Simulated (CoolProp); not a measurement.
Saturation properties of tetrahydrofuran (Tc = 540.2 K, pc = 5.304 MPa, ω = 0.234).

Model: reference Helmholtz-energy equation of state, Fiedler 2023, in CoolProp.

```tsv
T (K)	p (MPa)	vapour density (kg/m³)	liquid cp (kJ/(kg K))
327.4	0.06830	1.848	1.836
338.4	0.09913	2.613	(withheld)
349.5	0.1404	3.614	1.928
360.5	0.1935	(withheld)	1.976
371.5	0.2609	(withheld)	2.025
382.5	(withheld)	8.407	2.076
393.5	0.4483	10.79	(withheld)
404.5	0.5734	13.67	2.184
415.5	(withheld)	17.13	2.241
426.5	(withheld)	21.27	2.302
```

Q: Fill in the missing entries.

A: 
- 338.4, liquid cp (kJ/(kg K)): 1.881
- 360.5, vapour density (kg/m³): 4.877
- 371.5, vapour density (kg/m³): 6.457
- 382.5, p (MPa): 0.3450
- 393.5, liquid cp (kJ/(kg K)): 2.129
- 415.5, p (MPa): 0.7231
- 426.5, p (MPa): 0.9002

It boils at 339.1 K under 1 atm.
